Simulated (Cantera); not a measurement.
A closed system holds: 1 mol SiCl4, 0.82 mol N2, a varied amount of H2, held at 1.00 bar.

Method: chemical equilibrium by Gibbs-energy minimisation in Cantera with the NASA 1993 tables (ideal gas, pure condensed phases). Candidate condensed phases: NH4Cl, Si, Si3N4; 28 gas species. N2 is the only nitrogen source here; it is nearly inert below about 1500 K, so the nitride shown seldom forms there in practice. Mutual solubility and eutectic melting of coexisting phases are not modelled. The tables' values for SiCl3 are old estimates. Kinetics and transport are ignored.

What condenses at these points (T in °C, n(H2) in mol): (1327, 12); (1527, 63); (1577, 50); (1327, 9.8)?


```json
[
 {"T (°C)": "1327", "n(H2) in mol": "12", "condensed phases": "Si3N4", "Si condensed (%)": "68.5"},
 {"T (°C)": "1527", "n(H2) in mol": "63", "condensed phases": "Si + Si3N4", "Si condensed (%)": "51.9"},
 {"T (°C)": "1577", "n(H2) in mol": "50", "condensed phases": "Si", "Si condensed (%)": "46.9"},
 {"T (°C)": "1327", "n(H2) in mol": "9.8", "condensed phases": "Si3N4", "Si condensed (%)": "65.1"}
]
```
